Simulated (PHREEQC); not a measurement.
Solution (31 °C): 0.03 mol/kgw LiOH, 0.00023 mol/kgw H4SiO4 and 0.024 mol/kgw K2CO3. Closed to the air; pH follows from the charge balance.

The numbers come from PHREEQC with the ion-association model, wateq4f.dat.

```yaml
pH: 12.16
ionic_strength: 0.102 mol/kgw
total_alkalinity: 78.0 meq/kg
```

| species | molality | activity | log γ |
|---|---|---|---|
| K+ | 0.0480 | 0.0365 | -0.119 |
| Li+ | 0.0300 | 0.0238 | -0.101 |
| OH- | 0.0299 | 0.0226 | -0.120 |
| CO3-2 | 0.0238 | 0.00907 | -0.420 |
| H3SiO4- | 0.000178 | 0.000136 | -0.116 |
| HCO3- | 0.000151 | 0.000118 | -0.105 |

Precipitation was switched off in this run.
